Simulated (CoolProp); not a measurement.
Tetradecamethylhexasiloxane (MD4M) along the isobar 0.895 MPa: density (kg/m³) from the reference equation and from simpler models built on Tc = 380.0 °C, pc = 0.8286 MPa, ω = 0.800; each cubic takes its own stable root.

Values from CoolProp's reference Helmholtz-energy equation of state, Thol 2019.

```
T (°C)   phase  reference  Redlich-Kwong  Peng-Robinson
------  ------  ---------  -------------  -------------
219.85  liquid      692.1          560.3          701.6
224.15  liquid      687.2          556.1              ?
228.55  liquid      682.2          551.9          692.4
232.85  liquid      677.2          547.6          687.7
237.25  liquid      672.1          543.2          682.7
241.55  liquid      667.1          538.8          677.7
245.95  liquid      661.8          534.2          672.4
250.35  liquid      656.5          529.6          667.0
254.65  liquid      651.3          524.9          661.6
259.05  liquid      645.9          520.1          655.9
263.35  liquid      640.5          515.3          650.2
267.75  liquid      634.9              ?          644.1
272.05  liquid          ?          505.4          638.0
276.45  liquid      623.5          500.2          631.6
280.75  liquid      617.8          495.0          625.1
285.15  liquid      611.8          489.5          618.3
```

Q: Complete the blanks.

A: 
- 224.15, Peng-Robinson: 697.1
- 267.75, Redlich-Kwong: 510.3
- 272.05, reference: 629.3
